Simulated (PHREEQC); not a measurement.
Make-up at 75 °C: 0.098 mol NH3, 3.4e-06 mol CO2 and 0.034 mol (CH3)4NCl per kg of water. Closed to the air; pH follows from the charge balance.

Model: ion-association model, wateq4f.dat, run in PHREEQC.

Problem. The ionic strength comes out as 0.0356 mol/kgw. What activity coefficients do OH-, CO3-2, NH4+, HCO3-, Cl- get?

Solution. OH- 0.82, CO3-2 0.48, NH4+ 0.82, HCO3- 0.83, Cl- 0.82.

No solid was allowed to form. (CH3)4N+ isn't in the database: it is added as a free cation with an ion size of 4 Å. At this temperature some constants are extrapolated from 25 °C, and those without enthalpy data are left unchanged.
